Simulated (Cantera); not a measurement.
Feed: 1 mol SiC, 0.0046 mol O2, 43 mol H2, 3.1 mol H2O, held at 1025 K and 1.20 mbar.

These are equilibrium values from Cantera (NASA tables, ideal gas, pure condensed phases), not measurements of a reactor. Candidate condensed phases: C, C6H6, C7H8, C8H18, H2O, Si, SiC, SiO2; 123 gas species. Equilibrium is a limit: real reactors are often held back by kinetics, nucleation or transport.

Base state: H2 0.977, CO 0.0212, H2O 0.00226, CO2 6.34e-5 (mole fractions); condensed: SiO2(β-quartz).

What changes in the equilibrium state with this change: SiC replaced by Si?


| species | before | after |
|---|---|---|
| H2 | 0.977 | 0.976 |
| H2O | 0.00226 | 0.0241 |
| CO | 0.0212 | 0 |
| CO2 | 6.34e-5 | 0 |
| SiO2(β-quartz), mol | 1.00 | 1.00 |

What changes in the equilibrium state with this change: SiC replaced by Si3N4?


```tsv
species	before	after
H2	0.977	0.978
N2	0	0.0220
H2O	0.00226	4.93e-6
CO	0.0212	0
CO2	6.34e-5	0
SiO2(β-quartz), mol	1.00	1.07
Si2N2O(s), mol	0	0.964
```
Mutual solubility and eutectic melting of coexisting phases are not modelled. Further candidate phases: Si2N2O, Si3N4.

What changes in the equilibrium state with this change: H2O from 3.1 to 0.089 mol?


| species | before | after |
|---|---|---|
| H2 | 0.977 | 1.000 |
| CO | 0.0212 | 0.000254 |
| CH4 | 2.45e-7 | 8.81e-5 |
| H2O | 0.00226 | 8.08e-8 |
| CO2 | 6.34e-5 | <1e-9 |
| SiO2(β-quartz), mol | 1.00 | 0.0436 |
| C(graphite), mol | 0 | 0.0289 |
| SiC(s), mol | 0 | 0.956 |
Mutual solubility and eutectic melting of coexisting phases are not modelled.
